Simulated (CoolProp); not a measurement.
Vapour-liquid equilibrium of dimethyl ether (1) + 1-butene (2) at 2.38 MPa; x and y are mole fractions of (1).

Computed with CoolProp (multi-fluid Helmholtz-energy mixture model, Wu 2011 and Lemmon 2005; pair parameters Bell 2016).

Task: Give the bubble temperature and the first vapour's composition at x = 0.2, 0.35, 0.95. Is there an azeotrope?

Result: x = 0.2: 379.1 K, y = 0.273; x = 0.35: 373.1 K, y = 0.444; x = 0.95: 357.3 K, y = 0.961. No azeotrope shows between x = 0.05 and 0.95.

The pair parameters rest on a limited set of measurements; away from them the model extrapolates.
